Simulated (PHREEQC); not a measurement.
Acid mine or pickling water: an equilibrium model

Model water analysis in mg/kgw, 25 °C, pH 4, pe 12.8: Na 112; K 369; Ca 79; Mg 83.3; Cl 144; S(6) as SO4 1070; Al 7.83.

Valence states are taken as typed.

All values are PHREEQC results (ion-association model, wateq4f.dat), not measurements.

This is a speciation only: nothing precipitates in the calculation.

Predict the ionic strength, charge-balance error.

ionic strength 0.0340 mol/kgw; charge-balance error -0.5 %.

In which forms is S present?

SO4-2 77 %, MgSO4 11 %, CaSO4 5.5 %, KSO4- 2.5 %, AlSO4+ 1.9 %, NaSO4- 0.9 % of the S.
